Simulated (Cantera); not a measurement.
**Adiabatic ignition**

An adiabatic, constant-volume homogeneous reactor starts with CH4 : H2 : O2 : N2 = 1 : 0.26 : 3.09 : 11.6 (molar parts), at 950 K and 50000 Pa.

Detailed kinetics in Cantera: GRI-Mech 3.0 (53 species, 325 reactions). Below about 1000 K GRI-Mech 3.0 lacks low-temperature oxidation paths.

```
t (s)     T (K)  P (bar)   x CH4     x H2    x O2      x CO    x C2H2
--------  -----  -------  ------  -------  ------  --------  --------
1.00e-5     950    0.500  0.0627   0.0163   0.194    <1e-12    <1e-12
2.26e-5     950    0.500  0.0627   0.0163   0.194    <1e-12    <1e-12
5.09e-5     950    0.500  0.0627   0.0163   0.194    <1e-12    <1e-12
0.000115    950    0.500  0.0627   0.0163   0.194    <1e-12    <1e-12
0.000259    950    0.500  0.0627   0.0163   0.194    <1e-12    <1e-12
0.000585    950    0.500  0.0627   0.0163   0.194    <1e-12    <1e-12
0.00132     950    0.500  0.0627   0.0163   0.194    <1e-12    <1e-12
0.00298     950    0.500  0.0627   0.0163   0.194    <1e-12    <1e-12
0.00672     950    0.500  0.0627   0.0163   0.194    <1e-12    <1e-12
0.0152      950    0.500  0.0627   0.0163   0.194  2.16e-10    <1e-12
0.0342      952    0.501  0.0625   0.0162   0.194   4.47e-6  1.71e-11
0.0772      963    0.507  0.0615   0.0160   0.193  0.000179   3.77e-9
0.174      2514     1.33  <1e-12  0.00310  0.0556   0.00800    <1e-12
0.393      2514     1.33  <1e-12  0.00310  0.0556   0.00800    <1e-12
0.886      2514     1.33  <1e-12  0.00310  0.0556   0.00800    <1e-12
2.00       2514     1.33  <1e-12  0.00310  0.0556   0.00800    <1e-12
```
x: mole fraction; the columns are a selection and need not sum to one.

* **time of steepest temperature rise**: 0.122 s
* **temperature at 2.00 s**: 2514 K
* **equilibrium temperature**: 2514 K
* **x(CH4) at 2.00 s**: <1e-12 (gas-phase equilibrium <1e-12)
* **x(H2) at 2.00 s**: 0.00310 (gas-phase equilibrium 0.00310)
* **x(O2) at 2.00 s**: 0.0556 (gas-phase equilibrium 0.0556)
